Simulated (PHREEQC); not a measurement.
## Brine: an equilibrium model

A solution holds 2.5 mol K2CO3, 0.22 mol KCl and 4.8 mol KBr per kg of water, at 25 °C. Closed to the air; pH follows from the charge balance.

All values are PHREEQC results (Pitzer model, pitzer.dat), not measurements.

```
Item                       Result
-------------------  ------------
pH                          12.58
ionic strength       12.5 mol/kgw
activity of water           0.681
density               1.459 g/cm³
osmotic coefficient         1.216
total alkalinity      5000 meq/kg
```

```csv
species,molality,activity,log γ
K+,10.0,6.59,-0.182
Br-,4.80,4.17,-0.061
CO3-2,2.49,0.568,-0.641
Cl-,0.220,0.177,-0.094
OH-,0.0105,0.0262,0.395
HCO3-,0.0105,0.00327,-0.509
```

Precipitation was switched off in this run. In brines, pH and single-ion activities rest on the MacInnes convention.
